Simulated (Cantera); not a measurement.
An adiabatic, constant-volume homogeneous reactor starts with H₂ : O₂ : N₂ : H₂O = 1 : 1.22 : 4.59 : 0.4 (molar parts), equivalence ratio 0.41, at 1700 K and 101000 Pa.

Computed with Cantera and GRI-Mech 3.0 (53 species, 325 reactions).

Question: Predict: time of steepest temperature rise; temperature at 0.200 s; equilibrium temperature; x(H₂) at 0.200 s; x(O₂) at 0.200 s; x(H₂O) at 0.200 s; x(NO) at 0.200 s; x(HO₂) at 0.200 s; x(OH) at 0.200 s; x(H) at 0.200 s.

Answer: 
```
Property                                                             Value
---------------------------------  ---------------------------------------
time of steepest temperature rise                                  9.22 µs
temperature at 0.200 s                                              2597 K
equilibrium temperature                                             2597 K
x(H₂) at 0.200 s                   0.00486 (gas-phase equilibrium 0.00486)
x(O₂) at 0.200 s                     0.0928 (gas-phase equilibrium 0.0928)
x(H₂O) at 0.200 s                      0.190 (gas-phase equilibrium 0.190)
x(NO) at 0.200 s                     0.0166 (gas-phase equilibrium 0.0166)
x(HO₂) at 0.200 s                  1.50e-5 (gas-phase equilibrium 1.50e-5)
x(OH) at 0.200 s                     0.0198 (gas-phase equilibrium 0.0198)
x(H) at 0.200 s                    0.00220 (gas-phase equilibrium 0.00220)
```
